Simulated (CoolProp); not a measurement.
Vapour-liquid equilibrium of R134a (1) + R141b (2) at 328.3 K; x and y are mole fractions of (1).

Values from CoolProp's multi-fluid Helmholtz-energy mixture model, Tillner-Roth 1994 and Lemmon 2006; pair parameters Bell 2016.

| x | bubble pressure, mixture model (MPa) | bubble pressure, Raoult's law (MPa) | y, mixture model | y, Raoult's law |
|---|---|---|---|---|
| 0.05 | 0.3008 | 0.2779 | 0.306 | 0.269 |
| 0.125 | [?] | 0.3741 | [?] | 0.500 |
| 0.2 | 0.5443 | 0.4704 | 0.649 | 0.637 |
| 0.275 | 0.6539 | 0.5666 | [?] | 0.727 |
| 0.35 | 0.7551 | 0.6628 | [?] | 0.790 |
| 0.425 | 0.8487 | 0.7591 | [?] | 0.838 |
| 0.5 | [?] | 0.8553 | 0.841 | 0.875 |
| 0.575 | 1.018 | 0.9516 | 0.866 | 0.905 |
| 0.65 | 1.098 | 1.048 | 0.889 | 0.929 |
| 0.725 | 1.177 | 1.144 | [?] | 0.949 |
| 0.8 | 1.258 | 1.240 | 0.932 | 0.966 |
| 0.875 | 1.342 | 1.337 | 0.955 | 0.980 |
| 0.95 | 1.433 | 1.433 | [?] | 0.993 |

**Question.** What belongs in the gaps?

**Answer.** 
- 0.125, bubble pressure, mixture model (MPa): 0.4264
- 0.125, y, mixture model: 0.530
- 0.275, y, mixture model: 0.722
- 0.35, y, mixture model: 0.773
- 0.425, y, mixture model: 0.811
- 0.5, bubble pressure, mixture model (MPa): 0.9359
- 0.725, y, mixture model: 0.910
- 0.95, y, mixture model: 0.981

The largest gap from Raoult's law is +15.7 % in bubble pressure, at x = 0.2. No azeotrope shows between x = 0.05 and 0.95.

The pair parameters rest on a limited set of measurements; away from them the model extrapolates.
